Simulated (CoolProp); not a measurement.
Vapour-liquid equilibrium of n-pentane (1) + benzene (2) at 0.742 MPa; x and y are mole fractions of (1).

Computed with CoolProp (multi-fluid Helmholtz-energy mixture model, Thol 2019 and Thol 2012; pair parameters Bell 2016).

```json
[
 {"x": "0.05", "bubble temperature (K)": "429.4", "y at the bubble point": "0.138", "dew temperature at overall composition x (K)": "433.3", "liquid density (mol/L)": "9.064"},
 {"x": "0.15", "bubble temperature (K)": "419.8", "y at the bubble point": "0.341", "dew temperature at overall composition x (K)": "428.9", "liquid density (mol/L)": "8.904"},
 {"x": "0.25", "bubble temperature (K)": "412.4", "y at the bubble point": "0.483", "dew temperature at overall composition x (K)": "424.2", "liquid density (mol/L)": "(withheld)"},
 {"x": "0.35", "bubble temperature (K)": "406.5", "y at the bubble point": "0.588", "dew temperature at overall composition x (K)": "419.3", "liquid density (mol/L)": "8.520"},
 {"x": "0.45", "bubble temperature (K)": "401.7", "y at the bubble point": "0.672", "dew temperature at overall composition x (K)": "414.1", "liquid density (mol/L)": "8.316"},
 {"x": "0.55", "bubble temperature (K)": "397.6", "y at the bubble point": "(withheld)", "dew temperature at overall composition x (K)": "(withheld)", "liquid density (mol/L)": "8.112"},
 {"x": "0.65", "bubble temperature (K)": "393.9", "y at the bubble point": "0.805", "dew temperature at overall composition x (K)": "403.0", "liquid density (mol/L)": "7.910"},
 {"x": "0.75", "bubble temperature (K)": "390.7", "y at the bubble point": "(withheld)", "dew temperature at overall composition x (K)": "397.1", "liquid density (mol/L)": "7.714"},
 {"x": "0.85", "bubble temperature (K)": "387.6", "y at the bubble point": "0.918", "dew temperature at overall composition x (K)": "391.4", "liquid density (mol/L)": "7.525"},
 {"x": "0.95", "bubble temperature (K)": "384.8", "y at the bubble point": "0.973", "dew temperature at overall composition x (K)": "385.9", "liquid density (mol/L)": "7.343"}
]
```

Problem. What belongs in the gaps?

Solution. 
- 0.25, liquid density (mol/L): 8.719
- 0.55, y at the bubble point: 0.743
- 0.55, dew temperature at overall composition x (K): 408.7
- 0.75, y at the bubble point: 0.863

No azeotrope shows between x = 0.05 and 0.95.

The pair parameters rest on a limited set of measurements; away from them the model extrapolates.
